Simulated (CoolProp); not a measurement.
The fluid at 151.56 K and 0.446 MPa is throttled through a valve to 0.147 MPa with no heat exchange. The same conditions are run with several fluids, on thermodynamics alone (safety and materials aside).

The numbers come from the reference Helmholtz-energy equation of state of each fluid (propane: Lemmon 2009; R124: de Vries 1995; R22: Kamei 1995; CH2F2 (R32): Tillner-Roth 1997; isobutene: Lemmon 2005) in CoolProp.

| fluid | temperature change (K) | final density (kg/m³) |
|---|---|---|
| propane | +0.2 | 666 |
| R124 | +0.1 | 1770 |
| R22 | +0.1 | 1630 |
| CH2F2 (R32) | +0.1 | 1390 |
| isobutene | +0.2 | 747 |
